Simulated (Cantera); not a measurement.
A closed system holds: 1 mol BN, 2.4 mol Cl₂, 69 mol H₂, at 1.00 bar.

Cantera equilibrium calculation (NASA polynomials, part measured and part estimated; ideal gas, pure solids and liquids). Candidate condensed phases: B, BN, NH₄Cl; 21 gas species. The tables' values for BCl, BH₂, BCl₂ are old estimates; treat these amounts as uncertain. Gases not in the tables: B₂H₆ and higher boranes. Rates play no part.

x: gas mole fraction; n: condensed amount in mol.

```csv
T (K),x H₂,x HCl,x H,x BCl,x N₂,x BH₂,n BN(s)
723,0.933,0.0672,<1e-12,<1e-12,1.73e-10,<1e-12,1.000
923,0.933,0.0672,2.36e-10,<1e-12,8.14e-8,<1e-12,1.000
1123,0.933,0.0672,___,2.67e-12,___,4.12e-12,1.000
1323,0.933,0.0672,1.53e-6,3.16e-9,4.75e-6,2.67e-9,0.999
1523,0.933,0.0671,2.23e-5,5.67e-7,1.42e-5,3.09e-7,0.998
1723,0.933,0.0670,___,2.48e-5,___,9.72e-6,0.993
1923,0.932,0.0665,0.000909,0.000326,0.000272,9.95e-5,0.961
2123,0.928,0.0641,0.00346,0.00219,0.00150,0.000561,0.785
```

Question: What belongs in the gaps?

Answer: 
- 1123, x H: 4.11e-8
- 1123, x N₂: 1.08e-6
- 1723, x H: 0.000176
- 1723, x N₂: 4.76e-5
